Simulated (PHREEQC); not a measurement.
Make-up at 13 °C: 0.0012 mol/kgw NH4HF2, 0.0007 mol/kgw H2SiF6 and 0.022 mol/kgw H3PO4. Closed to the air; pH follows from the charge balance.

The numbers come from PHREEQC with the ion-association model, phreeqc.dat.

Problem. The ionic strength comes out as 0.0126 mol/kgw. What activity coefficients do H2PO4-, HF2-, SiF6-2, NH4+, F- get?

Solution. H2PO4- 0.90, HF2- 0.89, SiF6-2 0.65, NH4+ 0.89, F- 0.89.

This is a speciation only: nothing precipitates in the calculation. Saturation is exceeded, for instance for Quartz (slow to form); the values hold only as long as no solid forms. Constants without temperature data keep their 25 °C values here. SiF6-2 is the database's only silicon fluoride.
